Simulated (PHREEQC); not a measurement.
A solution holds 0.078 mol NH4HF2, 0.022 mol (NH4)2SiF6, 0.049 mol H3PO4 and 0.00026 mol H2SO4 per kg of water, at 25 °C. Closed to the air; pH follows from the charge balance.

The numbers come from PHREEQC with the ion-association model, phreeqc.dat.

```json
[
 {"quantity": "pH", "before": "2.53", "after": "2.94"},
 {"quantity": "ionic strength (mol/kgw)", "before": "0.148", "after": "0.146"},
 {"quantity": "HF (mol/kgw)", "before": "0.0998", "after": "0.105"},
 {"quantity": "H2PO4- (mol/kgw)", "before": "0.0371", "after": "0.0401"},
 {"quantity": "F- (mol/kgw)", "before": "0.0319", "after": "0.0270"},
 {"quantity": "HF2- (mol/kgw)", "before": "0.0121", "after": "0.0119"}
]
```

### Question
Name the change that produced these shifts.
(A) temperature from 25 to 85 °C
(B) diluted 2-fold with water
(C) 0.025 mol/kgw HF added
(D) temperature from 25 to 60 °C
(E) H2SO4 from 0.00026 to 0.000234 mol/kgw

### Answer
A, temperature from 25 to 85 °C

Precipitation was switched off in this run. At this temperature some constants are extrapolated from 25 °C, and those without enthalpy data are left unchanged. SiF6-2 is the database's only silicon fluoride.
